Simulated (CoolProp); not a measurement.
Saturated liquid density (kg/m³) of tetrahydrofuran: the reference equation beside estimates from Tc = 540.2 K, pc = 5.304 MPa, ω = 0.234. Rackett uses Z = 0.29056 − 0.08775 ω.

Model: reference Helmholtz-energy equation of state, Fiedler 2023, in CoolProp.

| T (K) | reference | Rackett | van der Waals | Redlich-Kwong | Peng-Robinson |
|---|---|---|---|---|---|
| 401.1 | 759.0 | 766.8 | 467.3 | 671.2 | 791.7 |
| 410.3 | 746.6 | 753.7 | 459.3 | 656.8 | 776.1 |
| 419.5 | 733.8 | 740.2 | 450.9 | 641.9 | 759.7 |
| 428.7 | 720.5 | 726.2 | [?] | 626.2 | 742.3 |
| 437.9 | 706.7 | 711.6 | 433.2 | 609.9 | 723.8 |
| 447.1 | 692.3 | 696.4 | 423.7 | 592.7 | 704.1 |
| 456.3 | 677.3 | 680.4 | [?] | 574.6 | 683.1 |
| 465.5 | 661.3 | 663.6 | 403.0 | 555.5 | 660.5 |
| 474.7 | 644.3 | 645.6 | 391.7 | 535.2 | [?] |
| 483.9 | 625.9 | 626.3 | 379.5 | 513.4 | 609.6 |
| 493.1 | 605.8 | 605.3 | 366.3 | 489.8 | 580.4 |
| 502.3 | 583.1 | 582.0 | 351.7 | 464.0 | 548.0 |
| 511.5 | 556.8 | 555.4 | 335.2 | 435.1 | 511.1 |
| 520.7 | 524.4 | 523.5 | 315.9 | 401.6 | 467.8 |
| 529.9 | 479.2 | 481.1 | 291.2 | 359.6 | 413.0 |

Problem. What belongs in the gaps?

Solution. 
- 428.7, van der Waals: 442.3
- 456.3, van der Waals: 413.6
- 474.7, Peng-Robinson: 636.1

Absolute difference from the reference over all 15 rows, mean and median: Rackett 0.5 and 0.4 %, van der Waals 39.1 and 39.1 %, Redlich-Kwong 16.9 and 16.0 %, Peng-Robinson 4.5 and 3.5 %.
